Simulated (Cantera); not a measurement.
An adiabatic, constant-pressure homogeneous reactor starts with C3H8 : O2 : N2 = 1 : 8.33 : 39.2 (molar parts), equivalence ratio 0.60, at 1625 K and 7500 Torr. Integrator tolerance rtol = 1e-08.

Computed with Cantera and GRI-Mech 3.0 (53 species, 325 reactions). GRI-Mech 3.0 was tuned for natural gas; its chemistry of propane as a main component is partial and can be far from experiment.

Question: What does this change do: pressure from 7500 Torr to 1130 Torr?

Answer: 
```csv
quantity,before,after
time of steepest temperature rise,7.35 µs,24.2 µs
temperature at 0.100 s,2582 K,2529 K
equilibrium temperature,2582 K,2529 K
x(C3H8) at 0.100 s,<1e-12 (gas-phase equilibrium <1e-12),<1e-12 (gas-phase equilibrium <1e-12)
x(O2) at 0.100 s,0.0599 (gas-phase equilibrium 0.0599),0.0610 (gas-phase equilibrium 0.0610)
x(H2) at 0.100 s,0.000862 (gas-phase equilibrium 0.000862),0.00167 (gas-phase equilibrium 0.00167)
x(N2O) at 0.100 s,2.46e-6 (gas-phase equilibrium 2.46e-6),8.77e-7 (gas-phase equilibrium 8.77e-7)
x(CO2) at 0.100 s,0.0562 (gas-phase equilibrium 0.0562),0.0525 (gas-phase equilibrium 0.0525)
x(CH2) at 0.100 s,<1e-12 (gas-phase equilibrium <1e-12),<1e-12 (gas-phase equilibrium <1e-12)
x(HCO) at 0.100 s,1.72e-9 (gas-phase equilibrium 1.72e-9),1.46e-9 (gas-phase equilibrium 1.46e-9)
```

Question: What does this change do: constant volume in place of constant pressure?

Answer: 
| quantity | before | after |
|---|---|---|
| time of steepest temperature rise | 7.35 µs | 6.68 µs |
| temperature at 0.100 s | 2582 K | 2774 K |
| equilibrium temperature | 2582 K | 2774 K |
| x(C3H8) at 0.100 s | <1e-12 (gas-phase equilibrium <1e-12) | <1e-12 (gas-phase equilibrium <1e-12) |
| x(O2) at 0.100 s | 0.0599 (gas-phase equilibrium 0.0599) | 0.0580 (gas-phase equilibrium 0.0580) |
| x(H2) at 0.100 s | 0.000862 (gas-phase equilibrium 0.000862) | 0.00144 (gas-phase equilibrium 0.00144) |
| x(N2O) at 0.100 s | 2.46e-6 (gas-phase equilibrium 2.46e-6) | 4.32e-6 (gas-phase equilibrium 4.32e-6) |
| x(CO2) at 0.100 s | 0.0562 (gas-phase equilibrium 0.0562) | 0.0529 (gas-phase equilibrium 0.0529) |
| x(CH2) at 0.100 s | <1e-12 (gas-phase equilibrium <1e-12) | <1e-12 (gas-phase equilibrium <1e-12) |
| x(HCO) at 0.100 s | 1.72e-9 (gas-phase equilibrium 1.72e-9) | 8.45e-9 (gas-phase equilibrium 8.45e-9) |
